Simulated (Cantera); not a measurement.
Cantera run:

```python
import numpy as np
import cantera as ct

gas_names = """
    H HO2 H2 H2O H2O2 Mg MgH MgO MgOH MgO2H2 Mg2 O OH O2 O3
""".split()
cond_names = """
    H2O(s) H2O(L) Mg(cr) Mg(L) MgO(s) MgO(L) MgO2H2(s)
""".split()


# ... load() reads the species with a 1 bar reference pressure and builds the phases ...
atoms = {
    'Mg(OH)2': {'Mg': 1, 'O': 2, 'H': 2},
    'H2O': {'H': 2, 'O': 1},
    'H2': {'H': 2},
}
top_T = {}  # K; cautious upper limits of use, not melting points


# ... equilibrate(T, P, feed) seeds the gas with the atoms and calls Mixture.equilibrate('TP', solver="vcs", rtol=1e-11, max_steps=5000) ...
results = []
feed = {'Mg(OH)2': 1, 'H2O': 1.9, 'H2': 2.1}  # mol
T = 1225  # K
P = 24000  # Pa
mix = equilibrate(T, P, feed)
results.append((T, P, feed, dict(zip(mix.species_names, mix.species_moles))))
print(gas.report(threshold=1e-06))
for i in range(1, mix.n_phases):
    print(f"{mix.phase(i).name:16s} {mix.phase_moles(i):12.5e} mol")
```

Output:

```
       temperature   1225 K
          pressure   24000 Pa
           density   0.026616 kg/m^3
  mean mol. weight   11.295 kg/kmol
   phase of matter   gas

                          1 kg             1 kmol
                     ---------------   ---------------
          enthalpy       -9.5616e+06         -1.08e+08  J
   internal energy       -1.0463e+07       -1.1819e+08  J
           entropy             20360        2.2997e+05  J/K
    Gibbs function       -3.4503e+07       -3.8972e+08  J
 heat capacity c_p            3432.3             38769  J/K
 heat capacity c_v            2696.2             30455  J/K

                      mass frac. Y      mole frac. X     chem. pot. / RT
                     ---------------   ---------------   ---------------
                H2          0.074961              0.42           -20.328
               H2O           0.92504              0.58           -51.251
     [  +13 minor]        4.8844e-08        4.1828e-07

Mg(L)             0.00000e+00 mol
MgO(s)            1.00000e+00 mol
```

These are equilibrium values from Cantera (NASA tables, ideal gas, pure condensed phases), not measurements of a reactor.
